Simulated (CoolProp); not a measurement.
Properties of hydrogen chloride at several states (Tc = 324.7 K, pc = 8314 kPa, ω = 0.130).

Model: reference Helmholtz-energy equation of state, Thol 2018, in CoolProp.

```
T (K)  p (kPa)          phase  expansivity (1/kK)  fugacity coefficient
-----  -------  -------------  ------------------  --------------------
491.1     57.8            gas               2.041                0.9993
336.1     2820            gas               4.437                0.8892
661.4     1150            gas               1.544                0.9959
520.9    23300  supercritical               3.419                0.8245
343.6     37.5            gas               2.923                0.9986
```
